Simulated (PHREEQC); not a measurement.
# Ultrapure water in contact with air or piping (model solution)

A made-up water analysis in mg/L, 25 °C, pH 6.43, pe 0.2:

```csv
constituent,mg/L
Na,0.00602
K,0.126
Ca,0.0697
Mg,0.0115
Cl,0.0375
S(6) as SO4,0.333
Alkalinity as HCO3,0.00919
N(-3) as NH4,0.000583
B,0.00263
Mn(2),0.00801
Si as SiO2,0.000818
Sr,0.000123
```

Valence states are taken as typed.

All values are PHREEQC results (ion-association model, phreeqc.dat), not measurements.

Precipitation was switched off in this run.

Question: Estimate the charge-balance error.

Answer: charge-balance error 0.6 %.

Question: In which forms is C present?

Answer: HCO3- 55 %, CO2 45 % of the C.
